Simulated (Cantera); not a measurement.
What does this Cantera script print?

```python
import numpy as np
import cantera as ct

gas_names = [...]  # 151 gases of nasa_gas.yaml made of C, H, N, O, Si
cond_names = """
    C(gr) C6H6(L) C7H8(L) C8H18(L),n-octa H2O(s) H2O(L) Si(cr) Si(L) SiC(b) SiO2(Lqz) SiO2(hqz) SiO2(L)
    Si2N2O(s) Si3N4(a)
""".split()


# ... load() reads the species with a 1 bar reference pressure and builds the phases ...
atoms = {
    'HMDSO': {'Si': 2, 'C': 6, 'H': 18, 'O': 1},
    'NO': {'N': 1, 'O': 1},
    'N2': {'N': 2},
}
top_T = {'C(gr)': 4500, 'SiC(b)': 3050, 'Si2N2O(s)': 2100, 'Si3N4(a)': 2400}  # K; cautious upper limits of use, not melting points


# ... equilibrate(T, P, feed) seeds the gas with the atoms and calls Mixture.equilibrate('TP', solver="vcs", rtol=1e-11, max_steps=5000) ...
results = []
feed = {'HMDSO': 1, 'NO': 6.9, 'N2': 62}  # mol
P = 13332.2  # Pa
for T in [675, 775, 875, 975, 1075, 1175, 1275, 1375, 1475, 1575, 1675, 1775, 1875]:
    mix = equilibrate(T, P, feed)
    results.append((T, P, feed, dict(zip(mix.species_names, mix.species_moles))))

top = {s: max(r[3][s] / sum(r[3][g] for g in gas_names) for r in results) for s in gas_names}
cols = sorted((s for s in top if top[s] > 1e-06), key=lambda s: -top[s])[:9]
seen = [c for c in cond_names if any(r[3].get(c, 0) > 1e-12 for r in results)]
print("log10 of partial pressures in bar; condensed amounts in mol")
print(f"{'T/K':>10s}" + "".join(f"{s[:9]:>10s}" for s in cols + seen))
for T, P, feed, n in results:
    ng = sum(n[g] for g in gas_names)
    print(f"{T:10.4g}" + "".join(f"{np.log10(max(n[s] / ng * P / 1e5, 1e-99)):10.3f}" for s in cols)
          + "".join(f"{n.get(c, 0):10.4g}" for c in seen))
```

It prints:

```
log10 of partial pressures in bar; condensed amounts in mol
       T/K        N2        H2        CO       H2O       SiO       CO2       CH4         H       HCN     C(gr) SiO2(Lqz) SiO2(hqz)   SiO2(L) Si2N2O(s)
       675    -0.933    -2.011    -3.448    -2.454   -31.861    -2.812    -2.857   -15.212   -10.120     4.158         2         0         0         0
       775    -0.943    -1.872    -2.605    -2.822   -25.763    -2.852    -3.432   -12.939    -8.717     3.558         2         0         0         0
       875    -0.951    -1.828    -2.248    -3.466   -20.787    -3.465    -4.015   -11.214    -7.669     2.444         0         2         0         0
       975    -0.953    -1.818    -2.187    -4.226   -16.626    -4.391    -4.537    -9.851    -6.849     2.142         0         2         0         0
      1075    -0.953    -1.816    -2.180    -4.894   -13.208    -5.226    -4.977    -8.741    -6.184     2.104         0         2         0         0
      1175    -0.953    -1.815    -2.178    -5.454   -10.376    -5.924    -5.348    -7.819    -5.635     2.099         0         2         0         0
      1275    -0.966    -1.823    -1.999    -5.504    -8.425    -5.901    -5.929    -7.044    -5.433         0         0    0.6002         0    0.6999
      1375    -0.966    -1.823    -1.999    -5.384    -6.922    -5.876    -6.723    -6.377    -5.563         0         0     0.599         0    0.7005
      1475    -0.966    -1.823    -1.999    -5.281    -5.627    -5.852    -7.408    -5.798    -5.674         0         0    0.5978         0    0.7004
      1575    -0.966    -1.823    -1.999    -5.193    -4.501    -5.831    -8.004    -5.293    -5.770         0         0    0.5912         0    0.6949
      1675    -0.967    -1.824    -2.000    -5.117    -3.512    -5.813    -8.531    -4.847    -5.855         0         0    0.5354         0    0.6401
      1775    -0.973    -1.833    -2.009    -5.067    -2.641    -5.813    -9.010    -4.455    -5.935         0         0         0    0.1296     0.235
      1875    -0.975    -1.837    -2.013    -6.341    -2.528    -7.130    -8.102    -4.102    -4.675         0         0         0         0   0.08599
```

Equilibrium computed with Cantera from the NASA thermochemical tables; the gas is ideal and each condensed phase is pure. The feed counts by its element totals alone. Mutual solubility and eutectic melting of coexisting phases are not modelled. The tables hold silica as quartz up to 1696 K and as liquid above; real silica turns to tridymite and cristobalite and melts near 1996 K.
